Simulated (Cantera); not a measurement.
# Adiabatic ignition

An adiabatic, constant-pressure homogeneous reactor starts with 7.01 % CH4, 7.01 % CO, 18.1 % O2, 67.9 % N2, at 1775 K and 3.00 bar.

Cantera simulation using GRI-Mech 3.0 (53 species, 325 reactions); the numbers are that mechanism's predictions, not measurements.

```csv
t (s),T (K),x CH4,x CO,x O2,x C2H6,x CH3,x CH2
3.00e-6,1775,0.0700,0.0701,0.181,1.24e-7,6.58e-5,6.97e-10
1.05e-5,1775,0.0697,0.0700,0.181,8.18e-6,0.000307,1.07e-8
3.70e-5,1802,0.0615,0.0708,0.175,0.000655,0.00212,1.13e-6
0.000130,2916,<1e-12,0.0613,0.0327,<1e-12,<1e-12,<1e-12
0.000456,2910,<1e-12,0.0613,0.0295,<1e-12,<1e-12,<1e-12
0.00160,2906,<1e-12,0.0615,0.0281,<1e-12,<1e-12,<1e-12
0.00562,2906,<1e-12,0.0615,0.0281,<1e-12,<1e-12,<1e-12
0.0197,2906,<1e-12,0.0615,0.0281,<1e-12,<1e-12,<1e-12
0.0693,2906,<1e-12,0.0615,0.0281,<1e-12,<1e-12,<1e-12
0.243,2906,<1e-12,0.0615,0.0281,<1e-12,<1e-12,<1e-12
0.854,2906,<1e-12,0.0615,0.0281,<1e-12,<1e-12,<1e-12
3.00,2906,<1e-12,0.0615,0.0281,<1e-12,<1e-12,<1e-12
```
x: mole fraction; the columns are a selection and need not sum to one.

* **time of steepest temperature rise**: 51.2 µs
* **temperature at 3.00 s**: 2906 K
* **equilibrium temperature**: 2906 K
* **x(CH4) at 3.00 s**: <1e-12 (gas-phase equilibrium <1e-12)
* **x(CO) at 3.00 s**: 0.0615 (gas-phase equilibrium 0.0615)
* **x(O2) at 3.00 s**: 0.0281 (gas-phase equilibrium 0.0281)
